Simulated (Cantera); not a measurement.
Input: 1 mol trisilylamine, 0.11 mol NH3, 35 mol N2, at 1823 K.

Method: chemical equilibrium by Gibbs-energy minimisation in Cantera with the NASA 1993 tables (ideal gas, pure condensed phases). Candidate condensed phases: Si, Si3N4; 18 gas species. The feed counts by its element totals alone. The numbers say what is thermodynamically allowed, not how fast it happens.

What share of the Si ends up in condensed phases as a function of P (Pa), at 5, 15, 45, 140, 410, 1200, 3700, 11000, 33000, 100000?


```tsv
P (Pa)	Si condensed (%)	as
5	0.0	-
15	57.3	Si(l)
45	85.9	Si(l)
140	95.4	Si(l)
410	98.3	Si(l)
1200	99.4	Si(l)
3700	99.9	Si3N4(s)
11000	100.0	Si3N4(s)
33000	100.0	Si3N4(s)
100000	100.0	Si3N4(s)
```
